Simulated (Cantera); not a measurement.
A closed system holds: 1 mol CO₂, 0.85 mol H₂, a varied amount of O₂, equilibrated at 1077 °C and 220000 Pa.

Equilibrium computed with Cantera from the NASA thermochemical tables; the gas is ideal and each condensed phase is pure. Candidate condensed phases: C, C₆H₆, C₇H₈, C₈H₁₈, H₂O; 110 gas species. Equilibrium is a limit: real reactors are often held back by kinetics, nucleation or transport.

x: gas mole fraction; nothing condenses.

```
n(O₂) (mol)  x CO₂  x H₂O      x O₂     x CO     x H₂     x OH       x H
-----------  -----  -----  --------  -------  -------  -------  --------
0.1          0.313  0.335    <1e-12    0.227    0.124  2.49e-8         …
0.21         0.386  0.382    <1e-12    0.155   0.0778  3.57e-8         …
0.32         0.463  0.423  2.61e-12   0.0775   0.0360  5.82e-8         …
0.44         0.536  0.456   0.00804  1.62e-6  6.99e-7  1.42e-5         …
0.55         0.506  0.430    0.0633  5.44e-7  2.35e-7  2.31e-5         …
0.66         0.480  0.408     0.113  3.86e-7  1.67e-7  2.60e-5         …
0.77         0.456  0.387     0.157  3.11e-7  1.34e-7  2.76e-5  5.89e-10
0.88         0.434  0.369     0.197  2.64e-7  1.14e-7  2.85e-5  5.43e-10
0.99         0.414  0.352     0.234  2.31e-7  1.00e-7  2.90e-5  5.08e-10
1.1          0.396  0.337     0.267  2.07e-7  8.96e-8  2.93e-5  4.81e-10
1.2          0.381  0.324     0.295  1.90e-7  8.20e-8  2.95e-5  4.60e-10
1.3          0.367  0.312     0.321  1.75e-7  7.57e-8  2.96e-5  4.42e-10
1.4          0.354  0.301     0.345  1.63e-7  7.05e-8  2.96e-5  4.27e-10
```

Question: Fill in the missing entries.

Answer: 
- 0.1, x H: 5.66e-7
- 0.21, x H: 4.48e-7
- 0.32, x H: 3.05e-7
- 0.44, x H: 1.34e-9
- 0.55, x H: 7.80e-10
- 0.66, x H: 6.57e-10
